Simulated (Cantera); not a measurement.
A closed system holds: 1 mol Pb, 0.37 mol H2, held at 1500 K and 4200 Pa.

Equilibrium computed with Cantera from the NASA thermochemical tables; the gas is ideal and each condensed phase is pure. Candidate condensed phases: Pb; 4 gas species. Equilibrium is a limit: real reactors are often held back by kinetics, nucleation or transport.

Base state: Pb 0.585, H2 0.415, Pb2 0.000245, H 5.53e-5 (mole fractions); condensed: Pb(l).

Problem. What changes in the equilibrium state with this change: temperature from 1500 K to 1323 K?

Solution. 
```
species       before    after
----------  --------  -------
H2             0.415    0.916
Pb             0.585   0.0837
Pb2         0.000245  9.68e-6
H            5.53e-5  7.41e-6
Pb(l), mol     0.478    0.966
```

Problem. What changes in the equilibrium state with this change: temperature from 1500 K to 500 K?

Solution. 
```csv
species,before,after
H2,0.415,1.00
Pb,0.585,<1e-9
Pb2,0.000245,<1e-9
H,5.53e-5,<1e-9
"Pb(l), mol",0.478,0
"Pb(s), mol",0,1.00
```

Problem. What changes in the equilibrium state with this change: temperature from 1500 K to 1123.15 K?

Solution. 
```json
[
 {"species": "H2", "before": "0.415", "after": "0.996"},
 {"species": "Pb", "before": "0.585", "after": "0.00436"},
 {"species": "H", "before": "5.53e-5", "after": "2.08e-7"},
 {"species": "Pb2", "before": "0.000245", "after": "7.02e-8"},
 {"species": "Pb(l), mol", "before": "0.478", "after": "0.998"}
]
```
